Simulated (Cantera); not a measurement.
A closed system holds: 1 mol Ca(OH)2, 0.039 mol C, 1.7 mol CO2, equilibrated at 2173.15 K and 188 Torr.

These are equilibrium values from Cantera (NASA tables, ideal gas, pure condensed phases), not measurements of a reactor. Candidate condensed phases: C, C6H6, C7H8, C8H18, Ca, CaCO3, CaO, Ca(OH)2, H2O; 115 gas species. The numbers say what is thermodynamically allowed, not how fast it happens.

Base state: CO2 0.574, H2O 0.350, CO 0.0507, O2 0.0128, H2 0.00595, OH 0.00586, H 0.000745, O 0.000515 (mole fractions); condensed: CaO(s).

Question: What changes in the equilibrium state with this change: C from 0.039 to 1.8 mol?

Answer: 
| species | before | after |
|---|---|---|
| CO | 0.0507 | 0.674 |
| H2 | 0.00595 | 0.123 |
| CO2 | 0.574 | 0.102 |
| H2O | 0.350 | 0.0969 |
| O2 | 0.0128 | 2.30e-6 |
| Ca(OH)2 | 0.000123 | 3.40e-5 |
| O | 0.000515 | 6.90e-6 |
| OH | 0.00586 | 0.000358 |
| CaOH | 4.55e-6 | 2.07e-5 |
| H | 0.000745 | 0.00339 |
| CaO(s), mol | 1.000 | 1.000 |
